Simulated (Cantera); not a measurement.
A perfectly stirred reactor is fed with C3H8 : H2 = 1 : 2 (molar parts), at 0.368 Torr; it is held at 1750 K, and followed from long to short residence time.

Detailed kinetics in Cantera: GRI-Mech 3.0 (53 species, 325 reactions). GRI-Mech 3.0 was tuned for natural gas; its chemistry of propane as a main component is partial and can be far from experiment. GRI-Mech 3.0 stops at C3 and has no aromatics, soot or wall deposition, so with more carbon than oxygen in the feed, carbon stays in small species such as C2H2 where larger ones or solid carbon would form. Radical loss at walls, strong at low pressure, is not modelled.

```tsv
quantity	before	after
x(C3H8) at τ = 10.0 s	2.73e-5	1.34e-6
x(H2) at τ = 10.0 s	0.724	0.742
x(C2H4) at τ = 10.0 s	0.000614	0.000196
x(H) at τ = 10.0 s	0.00357	0.00131
x(C2H2) at τ = 10.0 s	0.241	0.247
x(C3H8) at τ = 0.260 s	0.000983	4.58e-5
x(H2) at τ = 0.260 s	0.647	0.716
x(C2H4) at τ = 0.260 s	0.0145	0.00115
x(H) at τ = 0.260 s	0.00454	0.00167
x(C2H2) at τ = 0.260 s	0.203	0.238
```

Question: What was changed between the two runs?
A. pressure from 0.368 Torr to 0.158 Torr
B. pressure from 0.368 Torr to 20.0 Torr
C. temperature 1750 to 1600 K
D. temperature 1750 to 1150 K

Answer: B, pressure from 0.368 Torr to 20.0 Torr
